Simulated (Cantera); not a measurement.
## Gas-phase reforming

An isothermal, constant-pressure homogeneous reactor starts with CH₄ : H₂O : H₂ = 1 : 0.49 : 1.5 (molar parts), at 1375 K and 1500 Torr.

Computed with Cantera and GRI-Mech 3.0 (53 species, 325 reactions). GRI-Mech 3.0 stops at C3 and has no aromatics, soot or wall deposition, so with more carbon than oxygen in the feed, carbon stays in small species such as C2H2 where larger ones or solid carbon would form.

```json
[
 {"t (s)": "3.00e-5", "x CH₄": "0.334", "x H₂O": "0.164", "x H₂": "0.502", "x CH₂": "<1e-12", "x O": "<1e-12", "x CH₂O": "<1e-12", "x CH₂CO": "<1e-12"},
 {"t (s)": "7.98e-5", "x CH₄": "0.334", "x H₂O": "0.164", "x H₂": "0.502", "x CH₂": "<1e-12", "x O": "<1e-12", "x CH₂O": "4.06e-12", "x CH₂CO": "<1e-12"},
 {"t (s)": "0.000212", "x CH₄": "0.334", "x H₂O": "0.164", "x H₂": "0.502", "x CH₂": "5.55e-12", "x O": "<1e-12", "x CH₂O": "6.73e-11", "x CH₂CO": "<1e-12"},
 {"t (s)": "0.000564", "x CH₄": "0.334", "x H₂O": "0.164", "x H₂": "0.502", "x CH₂": "1.46e-11", "x O": "<1e-12", "x CH₂O": "7.09e-10", "x CH₂CO": "<1e-12"},
 {"t (s)": "0.00150", "x CH₄": "0.334", "x H₂O": "0.164", "x H₂": "0.502", "x CH₂": "1.74e-11", "x O": "<1e-12", "x CH₂O": "3.78e-9", "x CH₂CO": "<1e-12"},
 {"t (s)": "0.00399", "x CH₄": "0.334", "x H₂O": "0.164", "x H₂": "0.502", "x CH₂": "1.98e-11", "x O": "<1e-12", "x CH₂O": "1.43e-8", "x CH₂CO": "<1e-12"},
 {"t (s)": "0.0106", "x CH₄": "0.334", "x H₂O": "0.164", "x H₂": "0.502", "x CH₂": "2.32e-11", "x O": "<1e-12", "x CH₂O": "3.49e-8", "x CH₂CO": "2.08e-11"},
 {"t (s)": "0.0282", "x CH₄": "0.334", "x H₂O": "0.164", "x H₂": "0.502", "x CH₂": "2.50e-11", "x O": "<1e-12", "x CH₂O": "4.47e-8", "x CH₂CO": "5.89e-10"},
 {"t (s)": "0.0751", "x CH₄": "0.332", "x H₂O": "0.164", "x H₂": "0.503", "x CH₂": "2.58e-11", "x O": "<1e-12", "x CH₂O": "4.55e-8", "x CH₂CO": "7.27e-9"},
 {"t (s)": "0.200", "x CH₄": "0.329", "x H₂O": "0.163", "x H₂": "0.506", "x CH₂": "2.75e-11", "x O": "<1e-12", "x CH₂O": "4.61e-8", "x CH₂CO": "4.32e-8"},
 {"t (s)": "0.531", "x CH₄": "0.320", "x H₂O": "0.163", "x H₂": "0.512", "x CH₂": "3.14e-11", "x O": "<1e-12", "x CH₂O": "4.70e-8", "x CH₂CO": "1.50e-7"},
 {"t (s)": "1.41", "x CH₄": "0.303", "x H₂O": "0.161", "x H₂": "0.523", "x CH₂": "3.99e-11", "x O": "<1e-12", "x CH₂O": "4.89e-8", "x CH₂CO": "3.60e-7"},
 {"t (s)": "3.76", "x CH₄": "0.286", "x H₂O": "0.159", "x H₂": "0.535", "x CH₂": "4.97e-11", "x O": "<1e-12", "x CH₂O": "5.08e-8", "x CH₂CO": "5.72e-7"},
 {"t (s)": "10.0", "x CH₄": "0.282", "x H₂O": "0.157", "x H₂": "0.539", "x CH₂": "5.16e-11", "x O": "<1e-12", "x CH₂O": "5.09e-8", "x CH₂CO": "6.07e-7"}
]
```
x: mole fraction; the columns are a selection and need not sum to one.

Equilibrium at this temperature and pressure: CH₄ 0.125, H₂O 3.73e-5, H₂ 0.751, CH₂ 1.37e-11, O <1e-12, CH₂O 8.43e-8, CH₂CO 1.29e-7 (gas phase only).
